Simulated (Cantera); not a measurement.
A closed system holds: 1 mol CH3SiH3, 0.028 mol CH4, 93 mol H2, 0.018 mol C3H8, at 2448.15 K and 210 Pa.

Equilibrium computed with Cantera from the NASA thermochemical tables; the gas is ideal and each condensed phase is pure. Candidate condensed phases: C, C6H6, C7H8, C8H18, Si, SiC; 87 gas species. The feed counts by its element totals alone. Rates play no part.

Base state: H2 0.640, H 0.348, Si 0.00739, C2H2 (acetylene) 0.00336, SiC2 0.000999, C2H 0.000117, SiH 7.76e-5, C3 4.91e-5 (mole fractions); condensed: gas only.

Problem. What changes in the equilibrium state with this change: CH3SiH3 replaced by SiHCl3?

Solution. 
```
species            before     after
----------------  -------  --------
H2                  0.640     0.622
H                   0.348     0.343
HCl                     0    0.0185
Cl                      0   0.00722
Si                0.00739   0.00834
SiCl                    0   4.54e-5
C3                4.91e-5   1.02e-6
C2H2 (acetylene)  0.00336  0.000248
```
The tables' values for SiCl are old estimates; treat these amounts as uncertain.
